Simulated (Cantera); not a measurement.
## Adiabatic ignition

An adiabatic, constant-volume homogeneous reactor starts with CH₄ : O₂ : N₂ : CO₂ : H₂ = 1 : 1.67 : 6.27 : 0.51 : 0.45 (molar parts), equivalence ratio 1.3, at 1525 K and 5.30 bar.

Cantera simulation using GRI-Mech 3.0 (53 species, 325 reactions); the numbers are that mechanism's predictions, not measurements. Above 3000 K some thermodynamic fits are extrapolated.

```csv
t (s),T (K),P (bar),x CH₄,x O₂,x CO₂,x C₂H,x NO,x CH₃,x C₂H₄
3.00e-6,1525,5.30,0.101,0.169,0.0515,<1e-12,<1e-12,6.81e-6,4.93e-10
8.05e-6,1525,5.30,0.101,0.169,0.0515,<1e-12,<1e-12,3.80e-5,3.63e-8
2.16e-5,1528,5.31,0.100,0.168,0.0515,<1e-12,4.13e-12,0.000405,1.25e-5
5.79e-5,1634,5.69,0.0851,0.156,0.0515,3.93e-10,3.84e-10,0.00131,0.00155
0.000155,3008,11.0,1.72e-12,0.00461,0.0573,<1e-12,0.00415,6.82e-12,<1e-12
0.000417,3001,11.0,1.81e-12,0.00430,0.0569,<1e-12,0.00595,7.02e-12,<1e-12
0.00112,3001,11.0,1.81e-12,0.00430,0.0569,<1e-12,0.00597,7.03e-12,<1e-12
0.00300,3001,11.0,1.81e-12,0.00430,0.0569,<1e-12,0.00597,7.03e-12,<1e-12
0.00805,3001,11.0,1.81e-12,0.00430,0.0569,<1e-12,0.00597,7.03e-12,<1e-12
0.0216,3001,11.0,1.81e-12,0.00430,0.0569,<1e-12,0.00597,7.03e-12,<1e-12
0.0579,3001,11.0,1.81e-12,0.00430,0.0569,<1e-12,0.00597,7.03e-12,<1e-12
0.155,3001,11.0,1.81e-12,0.00430,0.0569,<1e-12,0.00597,7.03e-12,<1e-12
0.417,3001,11.0,1.81e-12,0.00430,0.0569,<1e-12,0.00597,7.03e-12,<1e-12
1.12,3001,11.0,1.81e-12,0.00430,0.0569,<1e-12,0.00597,7.03e-12,<1e-12
3.00,3001,11.0,1.81e-12,0.00430,0.0569,<1e-12,0.00597,7.03e-12,<1e-12
```
x: mole fraction; the columns are a selection and need not sum to one.

```yaml
time_of_steepest_temperature_rise: 71.3 µs
temperature at 3.00 s: 3001 K
equilibrium_temperature: 3001 K
x(CH₄) at 3.00 s: 1.81e-12 (gas-phase equilibrium 2.18e-12)
x(O₂) at 3.00 s: 0.00430 (gas-phase equilibrium 0.00430)
x(CO₂) at 3.00 s: 0.0569 (gas-phase equilibrium 0.0569)
```
